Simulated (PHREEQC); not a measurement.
## Copper plating or etch bath (model solution)

Solution (25 °C): 1 mmol/kgw Cu(NO3)2 and 38 mmol/kgw H2SO4. Closed to the air; pH follows from the charge balance.

Computed with PHREEQC (ion-association model, phreeqc.dat).

```yaml
pH: 1.37
ionic_strength: 0.0640 mol/kgw
specific_conductance: 17700 µS/cm
density: 1.000 g/cm³
total_alkalinity: -76.0 meq/kg
```

```tsv
species	molality	activity	log γ
H+	0.0501	0.0423	-0.074
HSO4-	0.0259	0.0209	-0.093
SO4-2	0.0118	0.00507	-0.367
NO3-	0.00200	0.00158	-0.103
Cu+2	0.000684	0.000309	-0.344
CuSO4	0.000316	0.000321	0.006
```

Precipitation was switched off in this run.
